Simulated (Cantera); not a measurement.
A closed system holds: 1 mol Fe2O3, 21 mol HCl, 86 mol N2, equilibrated at 9.80e-5 bar.

Cantera equilibrium calculation (NASA polynomials, part measured and part estimated; ideal gas, pure solids and liquids). Candidate condensed phases: Fe, FeCl2, FeCl3, FeO, Fe(OH)2, Fe(OH)3, Fe2O3, Fe3O4, H2O, NH4Cl; 37 gas species. Kinetics and transport are ignored.

Task: At 923 K, list the 5 most abundant gas species with their mole fractions, and the condensed phases.

Result: N2 0.804, HCl 0.192, H2O 0.00231, FeCl2 0.00133, Cl2 0.000487. Condensed: Fe2O3(s).
